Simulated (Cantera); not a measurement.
Feed: 1 mol TiO2, 68 mol H2, at 900 °C and 1 atm.

Method: chemical equilibrium by Gibbs-energy minimisation in Cantera with the NASA 1993 tables (ideal gas, pure condensed phases). Candidate condensed phases: H2O, Ti, TiO, TiO2, Ti2O3, Ti3O5, Ti4O7; 12 gas species. Mutual solubility and eutectic melting of coexisting phases are not modelled. Condensed phases not in the tables: Magnéli phases beyond Ti4O7. Equilibrium is a limit: real reactors are often held back by kinetics, nucleation or transport.

Base state: H2 0.999, H2O 0.000782 (mole fractions); condensed: TiO2(rutile) + Ti4O7(s).

What changes in the equilibrium state with this change: temperature from 900 °C to 1877 °C?


```json
[
 {"species": "H2", "before": "0.999", "after": "0.991"},
 {"species": "H2O", "before": "0.000782", "after": "0.00489"},
 {"species": "H", "before": "1.17e-7", "after": "0.00417"},
 {"species": "TiO2(rutile), mol", "before": "0.787", "after": "0"},
 {"species": "Ti4O7(s), mol", "before": "0.0531", "after": "0"},
 {"species": "Ti3O5(l), mol", "before": "0", "after": "0.333"}
]
```

What changes in the equilibrium state with this change: temperature from 900 °C to 1002 °C?


```json
[
 {"species": "H2", "before": "0.999", "after": "0.998"},
 {"species": "H2O", "before": "0.000782", "after": "0.00234"},
 {"species": "TiO2(rutile), mol", "before": "0.787", "after": "0.364"},
 {"species": "Ti4O7(s), mol", "before": "0.0531", "after": "0.159"}
]
```

What changes in the equilibrium state with this change: temperature from 900 °C to 1577 °C?


```csv
species,before,after
H2,0.999,0.995
H2O,0.000782,0.00490
H,1.17e-7,0.000534
"TiO2(rutile), mol",0.787,0
"Ti4O7(s), mol",0.0531,0
"Ti3O5(s), mol",0,0.333
```
